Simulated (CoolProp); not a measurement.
A single-stage vapour-compression cycle with the fluid: evaporating at 329.15 K (dew point), condensing at 378.15 K (bubble point), superheat 5 K, subcooling 0 K, compressor efficiency 0.9, no pressure losses. The same conditions are run with several fluids, on thermodynamics alone (safety and materials aside).

Model: reference Helmholtz-energy equation of state of each fluid (R11: Jacobsen 1992; n-hexane: Thol 2019; isohexane: Lemmon 2006; n-perfluorohexane: Gao 2022; sulfur dioxide: Gao 2016; R245fa: Akasaka 2015), in CoolProp.

Question: Rank R11, n-hexane, isohexane, n-perfluorohexane, sulfur dioxide, R245fa by cooling COP, highest first.

Answer: R11 (4.93), sulfur dioxide (4.70), n-hexane (4.66), isohexane (4.57), R245fa (4.22), n-perfluorohexane (3.14)

```json
[
 {"fluid": "R11", "pressure ratio": "3.27", "discharge temperature (K)": "386.6", "refrigerating effect (kJ/kg)": "125", "volumetric capacity (kJ/m³)": "1860"},
 {"fluid": "n-hexane", "pressure ratio": "4.19", "discharge temperature (K)": "378.1", "refrigerating effect (kJ/kg)": "230", "volumetric capacity (kJ/m³)": "492"},
 {"fluid": "isohexane", "pressure ratio": "3.94", "discharge temperature (K)": "378.1", "refrigerating effect (kJ/kg)": "212", "volumetric capacity (kJ/m³)": "606"},
 {"fluid": "n-perfluorohexane", "pressure ratio": "4.12", "discharge temperature (K)": "378.1", "refrigerating effect (kJ/kg)": "33.3", "volumetric capacity (kJ/m³)": "420"},
 {"fluid": "sulfur dioxide", "pressure ratio": "3.10", "discharge temperature (K)": "430.2", "refrigerating effect (kJ/kg)": "249", "volumetric capacity (kJ/m³)": "6480"},
 {"fluid": "R245fa", "pressure ratio": "3.43", "discharge temperature (K)": "378.1", "refrigerating effect (kJ/kg)": "104", "volumetric capacity (kJ/m³)": "2300"}
]
```

The compression ends wet for: n-hexane; isohexane; n-perfluorohexane; R245fa.
